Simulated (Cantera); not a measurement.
Input: 1 mol HF, 0.3 mol H2O, 0.15 mol H2, equilibrated at 2650 K and 750 Torr.

Cantera equilibrium calculation (NASA polynomials, part measured and part estimated; ideal gas, pure solids and liquids). Candidate condensed phases: H2O; 22 gas species. The numbers say what is thermodynamically allowed, not how fast it happens.

Base state: HF 0.681, H2O 0.196, H2 0.100, H 0.0148, OH 0.00706, O 0.000671, O2 0.000531, F 0.000305 (mole fractions); condensed: gas only.

Task: What changes in the equilibrium state with this change: pressure from 750 Torr to 0.263 Torr?

Result: 
| species | before | after |
|---|---|---|
| HF | 0.681 | 0.443 |
| H | 0.0148 | 0.379 |
| O | 0.000671 | 0.115 |
| H2O | 0.196 | 0.00267 |
| F | 0.000305 | 0.0222 |
| H2 | 0.100 | 0.0228 |
| OH | 0.00706 | 0.0108 |
| O2 | 0.000531 | 0.00546 |

Task: What changes in the equilibrium state with this change: HF replaced by N2O?

Result: 
| species | before | after |
|---|---|---|
| N2 | 0 | 0.511 |
| H2O | 0.196 | 0.212 |
| O2 | 0.000531 | 0.200 |
| HF | 0.681 | 0 |
| NO | 0 | 0.0231 |
| O | 0.000671 | 0.0130 |
| H2 | 0.100 | 0.00559 |
| OH | 0.00706 | 0.0323 |
| H | 0.0148 | 0.00351 |
| F | 0.000305 | 0 |
| NO2 | 0 | 1.74e-5 |
| HO2 | 3.27e-7 | 2.90e-5 |
